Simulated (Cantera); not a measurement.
A closed system holds: 1 mol Si, 2.2 mol CO2, 82 mol H2, equilibrated at 475 °C and 0.420 bar.

Cantera equilibrium calculation (NASA polynomials, part measured and part estimated; ideal gas, pure solids and liquids). Candidate condensed phases: C, C6H6, C7H8, C8H18, H2O, Si, SiC, SiO2; 123 gas species. Rates play no part.

Base state: H2 0.942, H2O 0.0300, CH4 0.0275, CO 1.77e-5 (mole fractions); condensed: SiO2(α-quartz).

Problem. What changes in the equilibrium state with this change: temperature from 475 °C to 1050 °C?

Solution. 
```json
[
 {"species": "H2", "before": "0.942", "after": "0.971"},
 {"species": "CO", "before": "1.77e-5", "after": "0.0260"},
 {"species": "H2O", "before": "0.0300", "after": "0.00243"},
 {"species": "CH4", "before": "0.0275", "after": "8.62e-5"},
 {"species": "CO2", "before": "3.50e-6", "after": "3.50e-5"},
 {"species": "SiO2(α-quartz), mol", "before": "1.00", "after": "0"},
 {"species": "SiO2(β-quartz), mol", "before": "0", "after": "1.00"}
]
```
The tables hold silica as quartz up to 1696 K and as liquid above; real silica turns to tridymite and cristobalite and melts near 1996 K.

Problem. What changes in the equilibrium state with this change: temperature from 475 °C to 1400 °C?

Solution. 
| species | before | after |
|---|---|---|
| H2 | 0.942 | 0.971 |
| CO | 1.77e-5 | 0.0261 |
| H2O | 0.0300 | 0.00249 |
| CH4 | 0.0275 | 1.15e-6 |
| SiO | <1e-9 | 0.000139 |
| H | <1e-9 | 0.000173 |
| CO2 | 3.50e-6 | 2.03e-5 |
| SiO2(α-quartz), mol | 1.00 | 0 |
| SiO2(β-quartz), mol | 0 | 0.988 |
The tables hold silica as quartz up to 1696 K and as liquid above; real silica turns to tridymite and cristobalite and melts near 1996 K.

Problem. What changes in the equilibrium state with this change: pressure from 0.420 bar to 1.33 mbar?

Solution. 
```json
[
 {"species": "H2", "before": "0.942", "after": "0.969"},
 {"species": "CO", "before": "1.77e-5", "after": "0.0229"},
 {"species": "H2O", "before": "0.0300", "after": "0.00441"},
 {"species": "CH4", "before": "0.0275", "after": "0.00267"},
 {"species": "CO2", "before": "3.50e-6", "after": "0.000649"},
 {"species": "SiO2(α-quartz), mol", "before": "1.00", "after": "1.00"}
]
```
